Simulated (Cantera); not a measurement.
A closed system holds: 1 mol n-butane, 0.26 mol H2O, held at 1275 K and 0.000970 bar.

Cantera equilibrium calculation (NASA polynomials, part measured and part estimated; ideal gas, pure solids and liquids). The numbers say what is thermodynamically allowed, not how fast it happens.

```json
[
 {"species": "H2", "before": "0.953", "after": "0.919"},
 {"species": "CO", "before": "0.0471", "after": "0.0805"},
 {"species": "H", "before": "2.31e-5", "after": "2.27e-5"},
 {"species": "C(graphite), mol", "before": "3.74", "after": "3.52"}
]
```
Gas species are given as mole fractions.

Question: Which change was made?
A) temperature from 1275 K to 798.15 K
B) pressure from 0.000970 bar to 1.00 bar
C) n-butane replaced by C2H5OH
D) H2O from 0.26 to 0.48 mol

Answer: D, H2O from 0.26 to 0.48 mol
